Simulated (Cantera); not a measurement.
An isothermal, constant-pressure homogeneous reactor starts with N₂O : H₂O = 1 : 0.0089 (molar parts), at 1100 K and 53.3 Torr. Integrator tolerance rtol = 1e-08.

Computed with Cantera and GRI-Mech 3.0 (53 species, 325 reactions). GRI-Mech 3.0 was tuned for natural gas; its chemistry of N2O as a main component is partial and can be far from experiment. The mechanism lacks the step 2 NO + O2 → 2 NO2, which can matter for NO2 below about 1400 K. The temperature is held fixed by assumption; the heat of reaction is taken as removed at once.

What does this change do: temperature 1100 to 1325 K?


```json
[
 {"quantity": "x(N₂O) at 90.0 s", "before": "0.496 (gas-phase equilibrium 1.81e-9)", "after": "2.11e-6 (gas-phase equilibrium 8.60e-9)"},
 {"quantity": "x(H₂O) at 90.0 s", "before": "0.00736 (gas-phase equilibrium 0.00590)", "after": "0.00590 (gas-phase equilibrium 0.00589)"},
 {"quantity": "x(HO₂) at 90.0 s", "before": "8.65e-9 (gas-phase equilibrium 7.04e-10)", "after": "7.45e-9 (gas-phase equilibrium 8.33e-9)"},
 {"quantity": "x(O) at 90.0 s", "before": "2.97e-7 (gas-phase equilibrium 5.43e-9)", "after": "5.57e-7 (gas-phase equilibrium 5.99e-7)"},
 {"quantity": "x(NO) at 90.0 s", "before": "0.0199 (gas-phase equilibrium 9.85e-5)", "after": "0.0921 (gas-phase equilibrium 0.000537)"}
]
```

What does this change do: temperature 1100 to 1400 K?


```tsv
quantity	before	after
x(N₂O) at 90.0 s	0.496 (gas-phase equilibrium 1.81e-9)	3.40e-6 (gas-phase equilibrium 1.30e-8)
x(H₂O) at 90.0 s	0.00736 (gas-phase equilibrium 0.00590)	0.00589 (gas-phase equilibrium 0.00589)
x(HO₂) at 90.0 s	8.65e-9 (gas-phase equilibrium 7.04e-10)	1.38e-8 (gas-phase equilibrium 1.59e-8)
x(O) at 90.0 s	2.97e-7 (gas-phase equilibrium 5.43e-9)	1.88e-6 (gas-phase equilibrium 2.06e-6)
x(NO) at 90.0 s	0.0199 (gas-phase equilibrium 9.85e-5)	0.114 (gas-phase equilibrium 0.000838)
```
